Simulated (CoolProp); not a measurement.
Vapour-liquid equilibrium of acetone (1) + ethanol (2) at 1.79 bar; x and y are mole fractions of (1).

The numbers come from the multi-fluid Helmholtz-energy mixture model, Lemmon 2006 and Schroeder 2014; pair parameters Bell 2016 in CoolProp.

Give the bubble temperature and the first vapour's composition at x = 0.05, 0.5, 0.8. Is there an azeotrope?

x = 0.05: 364.1 K, y = 0.129; x = 0.5: 351.9 K, y = 0.659; x = 0.8: 348.4 K, y = 0.851. No azeotrope shows between x = 0.05 and 0.95.

Pair parameters are fitted to limited data, so mixtures are less certain than the pure fluids.
